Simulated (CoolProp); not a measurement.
Fluorine at 220.69 K and 8.56 MPa is throttled through a valve to 0.729 MPa with no heat exchange. Each further row changes one setting.

The numbers come from the reference Helmholtz-energy equation of state, de Reuck 1990 in CoolProp.

```csv
case,temperature change (K),final density (kg/m³)
as stated,[?],17.6
outlet pressure 0.219 MPa,[?],[?]
outlet pressure 0.948 MPa,[?],[?]
```

Problem. Fill in the missing entries.

Solution. 
- as stated, temperature change (K): -28.3
- outlet pressure 0.219 MPa, temperature change (K): -30.6
- outlet pressure 0.219 MPa, final density (kg/m³): 5.29
- outlet pressure 0.948 MPa, temperature change (K): -27.3
- outlet pressure 0.948 MPa, final density (kg/m³): 22.9
